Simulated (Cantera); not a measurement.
Feed: 1 mol SiO2, 0.45 mol C, a varied amount of H2, held at 8.60 bar.

Equilibrium computed with Cantera from the NASA thermochemical tables; the gas is ideal and each condensed phase is pure. Candidate condensed phases: C, C6H6, C7H8, C8H18, H2O, Si, SiC, SiO2; 123 gas species. The tables hold silica as quartz up to 1696 K and as liquid above; real silica turns to tridymite and cristobalite and melts near 1996 K. Rates play no part.

Task: What condenses at these points (T in K, n(H2) in mol): (2575, 0.74); (2475, 3.8); (2825, 2.7); (2375, 3.8); (2625, 2)?

Result: 
```tsv
T (K)	n(H2) in mol	condensed phases	Si condensed (%)
2575	0.74	SiO2	52.8
2475	3.8	SiO2	44.8
2825	2.7	gas only	0.0
2375	3.8	SiO2	50.9
2625	2	SiO2	42.2
```
